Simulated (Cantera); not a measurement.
Premixed flame

A freely propagating, adiabatic, planar premixed flame of H2 : O2 : N2 = 1 : 0.455 : 1.71 (molar parts), equivalence ratio 1.1, unburnt at 325 K and 101000 Pa; mixture-averaged transport, grid criteria slope 0.08 and curve 0.16, no radiation.

Computed with Cantera and the H2/O2 subset of GRI-Mech 3.0, which has no nitrogen chemistry. Burning velocities carry a grid error of a few per cent, more on coarse grids.

| z (mm) | T (K) | u (m/s) | x H2 | x O2 | x H2O2 | x H | x HO2 | x O |
|---|---|---|---|---|---|---|---|---|
| -1.05 | 325 | 2.92 | 0.316 | 0.144 | <1e-8 | <1e-8 | <1e-8 | <1e-8 |
| -0.698 | 325 | 2.92 | 0.316 | 0.144 | <1e-8 | <1e-8 | <1e-8 | <1e-8 |
| -0.524 | 325 | 2.92 | 0.316 | 0.144 | <1e-8 | <1e-8 | <1e-8 | <1e-8 |
| -0.349 | 325 | 2.92 | 0.316 | 0.144 | <1e-8 | <1e-8 | 3.16e-8 | <1e-8 |
| -0.175 | 334 | 2.98 | 0.311 | 0.145 | 3.20e-6 | 1.72e-7 | 2.79e-5 | 5.10e-7 |
| -0.0873 | 563 | 4.85 | 0.276 | 0.143 | 0.000114 | 0.00150 | 0.000439 | 9.54e-5 |
| 0 | 1063 | 8.83 | 0.191 | 0.115 | 2.12e-5 | 0.0211 | 0.000131 | 0.00236 |
| 0.0873 | 1419 | 11.6 | 0.101 | 0.0588 | 4.05e-6 | 0.0461 | 5.46e-5 | 0.00769 |
| 0.175 | 1603 | 13.1 | 0.0637 | 0.0296 | 2.42e-6 | 0.0518 | 2.49e-5 | 0.00922 |
| 0.349 | 1776 | 14.3 | 0.0542 | 0.0187 | 1.23e-6 | 0.0433 | 1.34e-5 | 0.00838 |
| 0.698 | 1940 | 15.5 | 0.0527 | 0.0146 | 6.20e-7 | 0.0311 | 8.69e-6 | 0.00637 |
| 1.40 | 2089 | 16.5 | 0.0494 | 0.0108 | 3.53e-7 | 0.0208 | 5.40e-6 | 0.00428 |
| 2.79 | 2215 | 17.3 | 0.0447 | 0.00738 | 2.28e-7 | 0.0131 | 3.19e-6 | 0.00255 |
x: mole fraction of selected species; z is measured from the peak of heat release.

The laminar burning velocity is 292 cm/s and the thermal thickness comes out as 0.349 mm. The peak x(H2O2) is 0.000116 and the peak x(H) comes out as 0.0520. The peak x(HO2) comes out as 0.000506 and the peak x(O) is 0.00924.
